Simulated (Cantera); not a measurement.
A freely propagating, adiabatic, planar premixed flame of CH4 : O2 : N2 : CO2 = 1 : 2.63 : 9.89 : 1.2 (molar parts), unburnt at 425 K and 100.0 Torr; mixture-averaged transport, grid criteria slope 0.08 and curve 0.16, no radiation.

Model: GRI-Mech 3.0 (53 species, 325 reactions), integrated in Cantera. Burning velocities carry a grid error of a few per cent, more on coarse grids.

What does this change do: N2 9.89 to 7.9 parts?


| quantity | before | after |
|---|---|---|
| laminar burning velocity | 52.5 cm/s | 71.4 cm/s |
| thermal thickness | 3.25 mm | 2.64 mm |
| peak x(CH2CO) | 2.37e-5 | 3.33e-5 |
| peak x(CH2) | 1.24e-5 | 1.96e-5 |
| peak x(C2H) | <1e-8 | <1e-8 |
